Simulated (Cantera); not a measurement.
## Equilibrium for carbon deposition, reforming and gasification: toluene + NH3

Feed: 1 mol toluene, 0.64 mol NH3, held at 6400000 Pa.

These are equilibrium values from Cantera (NASA tables, ideal gas, pure condensed phases), not measurements of a reactor. Candidate condensed phases: C, C6H6, C7H8, C8H18; 92 gas species. The ideal-gas law is rough above about 30 bar. Kinetics and transport are ignored.

From 2275 °C to 2775 °C the condensed part is C(graphite). The main C-bearing gas is C2H2 (acetylene) throughout. The share of C in condensed phases is highest at 2275 °C (96.1 %) and lowest at 2775 °C (86.4 %).

```json
[
 {"T (°C)": "2275", "x H2": "0.905", "x C2H2 (acetylene)": "0.0119", "x N2": "0.0513", "x HCN": "0.0172", "x H": "0.00368", "x HNC": "0.00212", "x CH4": "0.00729", "n C(graphite)": "6.72"},
 {"T (°C)": "2325", "x H2": "0.901", "x C2H2 (acetylene)": "0.0145", "x N2": "0.0501", "x HCN": "0.0190", "x H": "0.00452", "x HNC": "0.00248", "x CH4": "0.00670", "n C(graphite)": "6.69"},
 {"T (°C)": "2375", "x H2": "0.897", "x C2H2 (acetylene)": "0.0175", "x N2": "0.0488", "x HCN": "0.0210", "x H": "0.00550", "x HNC": "0.00289", "x CH4": "0.00617", "n C(graphite)": "6.64"},
 {"T (°C)": "2425", "x H2": "0.891", "x C2H2 (acetylene)": "0.0209", "x N2": "0.0475", "x HCN": "0.0230", "x H": "0.00665", "x HNC": "0.00333", "x CH4": "0.00569", "n C(graphite)": "6.60"},
 {"T (°C)": "2475", "x H2": "0.885", "x C2H2 (acetylene)": "0.0247", "x N2": "0.0462", "x HCN": "0.0251", "x H": "0.00799", "x HNC": "0.00381", "x CH4": "0.00525", "n C(graphite)": "6.54"},
 {"T (°C)": "2525", "x H2": "0.878", "x C2H2 (acetylene)": "0.0291", "x N2": "0.0448", "x HCN": "0.0273", "x H": "0.00952", "x HNC": "0.00434", "x CH4": "0.00485", "n C(graphite)": "6.48"},
 {"T (°C)": "2575", "x H2": "0.870", "x C2H2 (acetylene)": "0.0340", "x N2": "0.0433", "x HCN": "0.0295", "x H": "0.0113", "x HNC": "0.00490", "x CH4": "0.00448", "n C(graphite)": "6.41"},
 {"T (°C)": "2625", "x H2": "0.861", "x C2H2 (acetylene)": "0.0394", "x N2": "0.0418", "x HCN": "0.0316", "x H": "0.0132", "x HNC": "0.00549", "x CH4": "0.00414", "n C(graphite)": "6.33"},
 {"T (°C)": "2675", "x H2": "0.851", "x C2H2 (acetylene)": "0.0454", "x N2": "0.0403", "x HCN": "0.0338", "x H": "0.0155", "x HNC": "0.00612", "x CH4": "0.00383", "n C(graphite)": "6.25"},
 {"T (°C)": "2725", "x H2": "0.841", "x C2H2 (acetylene)": "0.0520", "x N2": "0.0388", "x HCN": "0.0360", "x H": "0.0180", "x HNC": "0.00678", "x CH4": "0.00354", "n C(graphite)": "6.15"},
 {"T (°C)": "2775", "x H2": "0.829", "x C2H2 (acetylene)": "0.0591", "x N2": "0.0373", "x HCN": "0.0381", "x H": "0.0208", "x HNC": "0.00747", "x CH4": "0.00327", "n C(graphite)": "6.05"}
]
```
x: gas mole fraction; n: condensed amount in mol.
